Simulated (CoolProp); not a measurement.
Vapour-liquid equilibrium of propylene (1) + R22 (2) at 2.15 °C; x and y are mole fractions of (1).

The numbers come from the multi-fluid Helmholtz-energy mixture model, Lemmon 2013 and Kamei 1995; pair parameters Bell 2016 in CoolProp.

```csv
x,bubble pressure (bar),y at the bubble point,dew pressure at overall composition x (bar),liquid density (mol/L)
0.05,5.489,0.072,5.443,14.61
0.15,…,0.198,5.650,14.38
0.25,…,0.305,5.848,14.16
0.35,6.108,0.401,6.028,13.95
0.45,6.228,…,6.178,13.75
0.55,6.311,0.576,6.289,13.57
0.65,…,0.661,6.354,13.40
0.75,6.371,0.748,6.371,13.24
0.85,6.345,0.842,6.341,13.10
0.95,6.277,…,6.272,12.96
```

Problem. Complete the blanks.

Solution. 
- 0.15, bubble pressure (bar): 5.746
- 0.25, bubble pressure (bar): 5.950
- 0.45, y at the bubble point: 0.490
- 0.65, bubble pressure (bar): 6.358
- 0.95, y at the bubble point: 0.944

y crosses x between x = 0.65 and 0.75: the model has an azeotrope there.

The pair parameters rest on a limited set of measurements; away from them the model extrapolates.
